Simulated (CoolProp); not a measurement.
Vapour-liquid equilibrium of benzene (1) + n-nonane (2) at 440.5 K; x and y are mole fractions of (1).

Computed with CoolProp (multi-fluid Helmholtz-energy mixture model, Thol 2012 and Lemmon 2006; pair parameters Bell 2016).

| x | bubble pressure, mixture model (bar) | bubble pressure, Raoult's law (bar) | y, mixture model | y, Raoult's law |
|---|---|---|---|---|
| 0.05 | 1.982 | 1.873 | 0.244 | 0.218 |
| 0.125 | 2.599 | 2.370 | 0.452 | 0.431 |
| 0.2 | 3.167 | 2.867 | 0.575 | 0.570 |
| 0.275 | 3.693 | 3.364 | 0.658 | 0.668 |
| 0.35 | 4.188 | 3.861 | 0.719 | 0.741 |
| 0.425 | 4.658 | 4.358 | 0.768 | 0.797 |
| 0.5 | 5.112 | 4.855 | 0.808 | 0.841 |
| 0.575 | 5.557 | 5.352 | 0.843 | 0.878 |
| 0.65 | 5.999 | 5.849 | 0.874 | 0.908 |
| 0.725 | 6.445 | 6.346 | 0.903 | 0.933 |
| 0.8 | 6.898 | 6.843 | 0.931 | 0.955 |
| 0.875 | 7.363 | 7.340 | 0.958 | 0.974 |
| 0.95 | 7.842 | 7.837 | 0.983 | 0.990 |

The largest gap from Raoult's law is +10.5 % in bubble pressure, at x = 0.2. No azeotrope shows between x = 0.05 and 0.95.

The pair parameters rest on a limited set of measurements; away from them the model extrapolates.
